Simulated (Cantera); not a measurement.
# Diamond growth

A diamond (100) surface in a fixed gas of H2 with x(CH4) = 0.016, x(H) = 0.0099, x(CH3) = 0.0013, at 1050 K; coverages are run to steady state.

Model: the Harris–Goodwin 1993 mechanism for the reconstructed diamond (100) surface, integrated in Cantera.

| P (Pa) | growth (µm/h) | θ c6HH | θ c6H* | θ c6*H | θ c6** | θ c6HM |
|---|---|---|---|---|---|---|
| 600 | 3.20 | 0.525 | 0.0217 | 0.389 | 0.0125 | 0.0360 |
| 920 | 5.50 | 0.521 | 0.0216 | 0.386 | 0.0124 | 0.0406 |
| 1400 | 9.09 | 0.519 | 0.0215 | 0.384 | 0.0123 | 0.0442 |
| 2200 | 15.2 | 0.516 | 0.0214 | 0.382 | 0.0123 | 0.0472 |
| 3300 | 23.7 | 0.515 | 0.0213 | 0.381 | 0.0122 | 0.0491 |
| 5100 | 37.6 | 0.514 | 0.0213 | 0.380 | 0.0122 | 0.0505 |
| 7800 | 58.6 | 0.513 | 0.0213 | 0.379 | 0.0122 | 0.0515 |
| 12000 | 91.3 | 0.512 | 0.0214 | 0.379 | 0.0122 | 0.0522 |
θ: site fractions in the mechanism's names (c6HH fully hydrogenated, c6H* and c6*H radical sites, c6** diradical, c6HM methylated).
